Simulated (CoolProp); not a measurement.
Vapour pressure (kPa) of n-perfluoropentane: the reference equation beside estimates from Tc = 421.0 K, pc = 2063 kPa, ω = 0.436.

Values from CoolProp's reference Helmholtz-energy equation of state, Gao 2022.

| T (K) | reference | Soave-Redlich-Kwong | Peng-Robinson |
|---|---|---|---|
| 225.2 | 1.706 | … | … |
| 244.7 | 6.472 | … | 6.766 |
| 264.1 | 19.25 | 19.16 | 19.68 |
| 283.6 | 47.98 | … | 48.37 |
| 303.1 | 103.8 | 103.9 | 103.8 |
| 322.6 | 200.7 | 202.1 | 200.5 |
| 342 | 354.6 | … | 354.9 |
| 361.5 | … | 596.7 | 589.1 |
| 381 | 917.9 | … | 926.4 |

Task: What belongs in the gaps?

Result: 
- 225.2, Soave-Redlich-Kwong: 1.702
- 225.2, Peng-Robinson: 1.847
- 244.7, Soave-Redlich-Kwong: 6.438
- 283.6, Soave-Redlich-Kwong: 47.86
- 342, Soave-Redlich-Kwong: 359.1
- 361.5, reference: 586.3
- 381, Soave-Redlich-Kwong: 937.0

Absolute difference from the reference over all 9 rows, mean and median: Soave-Redlich-Kwong 0.8 and 0.5 %, Peng-Robinson 1.9 and 0.8 %.
